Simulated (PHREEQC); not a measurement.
Consider water at 20 °C with 0.00011 mol CdSO4 per kg of water. Closed to the air; pH follows from the charge balance.

Equilibrium calculation in PHREEQC: ion-association model, phreeqc.dat.

No solid was allowed to form.

Q: What pH does the model give?

A: pH 6.95.

Q: In which forms is S present?

A: SO4-2 98 %, CdSO4 2.4 % of the S.
